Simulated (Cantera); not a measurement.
An isothermal, constant-pressure homogeneous reactor starts with CH4 : H2 : N2 = 0.014 : 1 : 0.013 (molar parts), at 1800 K and 0.133 bar.

Computed with Cantera and GRI-Mech 3.0 (53 species, 325 reactions). GRI-Mech 3.0 stops at C3 and has no aromatics, soot or wall deposition, so with more carbon than oxygen in the feed, carbon stays in small species such as C2H2 where larger ones or solid carbon would form.

Problem. Predict: x(CH4) at 20.0 s; x(H2) at 20.0 s; x(H) at 20.0 s; x(CH3) at 20.0 s; x(HCN) at 20.0 s.

Solution. 
```json
{
 "x(CH4) at 20.0 s": "0.000597 (gas-phase equilibrium 0.000494)",
 "x(H2) at 20.0 s": "0.980 (gas-phase equilibrium 0.980)",
 "x(H) at 20.0 s": "0.000977 (gas-phase equilibrium 0.000978)",
 "x(CH3) at 20.0 s": "1.20e-5 (gas-phase equilibrium 9.92e-6)",
 "x(HCN) at 20.0 s": "1.65e-7 (gas-phase equilibrium 0.00416)"
}
```
